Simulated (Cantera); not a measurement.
A freely propagating, adiabatic, planar premixed flame of CH₄ : CO : O₂ : N₂ = 1 : 1.1 : 1.82 : 6.85 (molar parts), equivalence ratio 1.4, unburnt at 625 K and 750 Torr; mixture-averaged transport, grid criteria slope 0.08 and curve 0.16, no radiation.

Model: GRI-Mech 3.0 (53 species, 325 reactions), integrated in Cantera. Burning velocities carry a grid error of a few per cent, more on coarse grids.

Problem. What does this change do: inlet temperature 625 to 700 K?

Solution. 
| quantity | before | after |
|---|---|---|
| laminar burning velocity | 150 cm/s | 190 cm/s |
| thermal thickness | 0.300 mm | 0.286 mm |
| peak x(CH₂O) | 0.00103 | 0.00109 |
